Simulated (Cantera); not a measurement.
Input: 1 mol Cu2O, a varied amount of H2, held at 25.5 Torr.

Cantera equilibrium calculation (NASA polynomials, part measured and part estimated; ideal gas, pure solids and liquids). Candidate condensed phases: Cu, CuO, Cu(OH)2, Cu2O, H2O; 12 gas species. Equilibrium is a limit: real reactors are often held back by kinetics, nucleation or transport.

Stable condensed phases, one row left out:

```
T in °C \ n(H2) in mol
          220  370  510  650  790  940 1100
   1627     A    A    A    A    A    A    A
   1552     A    A    A    A    A    A    A
   1477     B    A    A    A    A    A    A
   1402     B    B    B    A    A    A    A
   1252     B    B    B    B    B    B    B
   1177     B    B    B    B    B    B    B
   1102     B    B    B    B    B    B    B
   1027     B    B    B    B    B    B    B
    952     B    B    B    B    B    B    B
    877     B    B    B    B    B    B    B
    802     B    B    B    B    B    B    B
    727     B    B    B    B    B    B    B
```

A: gas only; B: Cu.

**Question.** Give the row for 1327 °C.

**Answer.** 220: Cu; 370: Cu; 510: Cu; 650: Cu; 790: Cu; 940: Cu; 1100: Cu.
